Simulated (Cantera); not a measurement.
An isothermal, constant-pressure homogeneous reactor starts with CO : O₂ : H₂O : N₂ = 0.0012 : 0.071 : 0.00013 : 1 (molar parts), at 998 K and 0.770 atm. Integrator tolerance rtol = 1e-08.

Model: GRI-Mech 3.0 (53 species, 325 reactions), integrated in Cantera.

**Question.** What does this change do: temperature 998 to 950 K?

**Answer.** 
| quantity | before | after |
|---|---|---|
| x(CO) at 90.0 s | 1.21e-5 (gas-phase equilibrium <1e-12) | 0.000646 (gas-phase equilibrium <1e-12) |
| x(O₂) at 90.0 s | 0.0657 (gas-phase equilibrium 0.0657) | 0.0660 (gas-phase equilibrium 0.0657) |
| x(H₂O) at 90.0 s | 0.000121 (gas-phase equilibrium 0.000121) | 0.000121 (gas-phase equilibrium 0.000121) |
| x(CO₂) at 90.0 s | 0.00111 (gas-phase equilibrium 0.00112) | 0.000473 (gas-phase equilibrium 0.00112) |
| x(N₂O) at 90.0 s | 6.12e-7 (gas-phase equilibrium 1.48e-9) | 1.56e-7 (gas-phase equilibrium 8.95e-10) |
